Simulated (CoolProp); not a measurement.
Propylene at several states: density (kg/m³) from the reference equation and from simpler models built on Tc = 364.2 K, pc = 45.55 bar, ω = 0.146; each cubic takes its own stable root.

The numbers come from the reference Helmholtz-energy equation of state, Lemmon 2013 in CoolProp.

```
T (K)  p (bar)   phase  reference
-----  -------  ------  ---------
254       49.1  liquid      580.3
143.6     1.56  liquid      704.8
229.2     7.12  liquid      606.2
169.5    0.167  liquid      675.8
504.4     4.31     gas      4.373
```

Q: How far does each simpler model (Redlich-Kwong, Soave-Redlich-Kwong, Peng-Robinson) lie from the reference over these 5 states: mean and median of the absolute difference, and the worst?

A: 
- Redlich-Kwong: mean 5.8 %, median 7.3 %, worst -7.5 % at 254 K and 49.1 bar
- Soave-Redlich-Kwong: mean 5.2 %, median 6.0 %, worst -7.3 % at 143.6 K and 1.56 bar
- Peng-Robinson: mean 4.3 %, median 5.0 %, worst +6.2 % at 254 K and 49.1 bar
